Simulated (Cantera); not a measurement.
Input (Python, Cantera) and output of one run.

```python
import numpy as np
import cantera as ct

gas_names = [...]  # 140 gases of nasa_gas.yaml made of C, Fe, H, N, O
cond_names = """
    C(gr) C6H6(L) C7H8(L) C8H18(L),n-octa Fe(a) Fe(c) Fe(d) Fe(L) FeC5O5(L) FeO(s) FeO(L) Fe(OH)2(s)
    Fe(OH)3(s) Fe2O3(s) Fe3O4(s) H2O(s) H2O(L)
""".split()


# ... load() reads the species with a 1 bar reference pressure and builds the phases ...
atoms = {
    'Fe2O3': {'Fe': 2, 'O': 3},
    'CO': {'C': 1, 'O': 1},
    'N2': {'N': 2},
    'CH4': {'C': 1, 'H': 4},
}
top_T = {'C(gr)': 4500, 'Fe2O3(s)': 1830, 'Fe3O4(s)': 1870}  # K; cautious upper limits of use, not melting points


# ... equilibrate(T, P, feed) seeds the gas with the atoms and calls Mixture.equilibrate('TP', solver="vcs", rtol=1e-11, max_steps=5000) ...
results = []
feed = {'Fe2O3': 1, 'CO': 0.59, 'N2': 0.19, 'CH4': 4.9}  # mol
T = 2425  # K
P = 4100  # Pa
mix = equilibrate(T, P, feed)
results.append((T, P, feed, dict(zip(mix.species_names, mix.species_moles))))
print(gas.report(threshold=1e-05))
for i in range(1, mix.n_phases):
    print(f"{mix.phase(i).name:16s} {mix.phase_moles(i):12.5e} mol")
```

It prints:

```
       temperature   2425 K
          pressure   4100 Pa
           density   0.0030279 kg/m^3
  mean mol. weight   14.89 kg/kmol
   phase of matter   gas

                          1 kg             1 kmol
                     ---------------   ---------------
          enthalpy        7.3028e+06        1.0874e+08  J
   internal energy        5.9487e+06        8.8578e+07  J
           entropy             16856        2.5099e+05  J/K
    Gibbs function       -3.3573e+07       -4.9991e+08  J
 heat capacity c_p            2268.7             33782  J/K
 heat capacity c_v            1710.3             25467  J/K

                      mass frac. Y      mole frac. X     chem. pot. / RT
                     ---------------   ---------------   ---------------
                CN        4.5385e-05        2.5974e-05           -20.926
                CO             0.419           0.22274           -38.555
               C2H        5.3266e-05        3.1688e-05           -18.321
    C2H2,acetylene         0.0077537         0.0044341           -30.257
              C4H2        4.7934e-05        1.4258e-05           -36.642
                Fe           0.46539           0.12409           -9.9062
                 H         0.0045092           0.06661           -11.936
               HCN         0.0077447          0.004267           -32.862
               HNC        0.00082958        0.00045707           -32.862
                H2          0.076888            0.5679           -23.872
                N2          0.017709         0.0094131           -35.468
     [ +129 minor]        2.6999e-05        1.7831e-05

C(gr)             1.67811e+00 mol
Fe(L)             0.00000e+00 mol
FeC5O5(L)         0.00000e+00 mol
FeO(L)            0.00000e+00 mol
```

Cantera equilibrium calculation (NASA polynomials, part measured and part estimated; ideal gas, pure solids and liquids).
